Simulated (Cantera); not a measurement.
A jet of CH4 : O2 : N2 = 0.01 : 0.075 : 0.79 (molar parts) at 300 K and 28.5 Torr hits a platinum plate 4.6 cm away at a mass flux of 0.16 kg/m²/s; the plate temperature is set and raised in steps from an oxygen-covered start.

Detailed kinetics in Cantera: Deutschmann's 1995 Pt surface mechanism with GRI-Mech 3.0 gas chemistry. Catalytic surfaces can have several steady states; this one follows from the mechanism file's or the stated starting coverage.

One state of this run: wall x CH4 = 0.00525; wall x O2 = 0.0727; wall x H2O = 0.0114; wall x OH = 9.42e-7; wall x CO = 7.95e-6; wall x CO2 = 0.00747; θ free Pt = 0.551; θ O* = 0.449. x: mole fraction at the wall; θ: surface coverage.

**Question.** Which value of plate T (K) does it belong to?
A) 950
B) 1050
C) 1100
D) 900

**Answer.** C, 1100
